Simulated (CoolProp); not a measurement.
Vapour-liquid equilibrium of propylene (1) + benzene (2) at 21.85 °C; x and y are mole fractions of (1).

The numbers come from the multi-fluid Helmholtz-energy mixture model, Lemmon 2013 and Thol 2012; pair parameters Bell 2016 in CoolProp.

| x | bubble pressure, mixture model (bar) | bubble pressure, Raoult's law (bar) | y, mixture model | y, Raoult's law |
|---|---|---|---|---|
| 0.05 | 0.9762 | 0.6373 | 0.889 | 0.837 |
| 0.2 | 3.163 | 2.220 | 0.968 | 0.961 |
| 0.35 | 4.844 | 3.804 | 0.980 | 0.981 |
| 0.5 | 6.189 | 5.387 | 0.986 | 0.990 |
| 0.65 | 7.373 | 6.970 | 0.990 | 0.994 |
| 0.8 | 8.582 | 8.553 | 0.994 | 0.997 |
| 0.95 | 10.05 | 10.14 | 0.998 | 0.999 |

The largest gap from Raoult's law is +53.2 % in bubble pressure, at x = 0.05. No azeotrope shows between x = 0.05 and 0.95.

The pair parameters rest on a limited set of measurements; away from them the model extrapolates. The gap from Raoult's law changes sign with composition, which may be real or a fault of the pair parameters; it wasn't checked against measurements. With so large a gap from Raoult's law the liquid may split in two, which this calculation doesn't test in full.
